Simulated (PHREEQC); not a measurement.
Make-up at 12 °C: 0.007 mol/kgw HF and 0.00072 mol/kgw NaF. Closed to the air; pH follows from the charge balance.

All values are PHREEQC results (ion-association model, phreeqc.dat), not measurements.

| quantity | before | after |
|---|---|---|
| pH | 2.75 | 2.76 |
| ionic strength (mol/kgw) | 0.00259 | 0.00691 |
| HF (mol/kgw) | 0.00509 | 0.00499 |
| F- (mol/kgw) | 0.00254 | 0.00264 |
| HF2- (mol/kgw) | 4.39e-5 | 4.47e-5 |
| NaF (mol/kgw) | 9.42e-7 | 9.16e-7 |

Task: What was changed between the two runs?
A) 0.0012 mol/kgw CaSO4 added
B) NaF from 0.00072 to 0.00036 mol/kgw
C) diluted 100-fold with water
D) HF left out
E) NaF from 0.00072 to 0.000144 mol/kgw

Result: A, 0.0012 mol/kgw CaSO4 added

This is a speciation only: nothing precipitates in the calculation. Some of these states are supersaturated (in Fluorite, for instance). Away from 25 °C the constants follow the database's enthalpies or fits; those with neither stay at their 25 °C values.
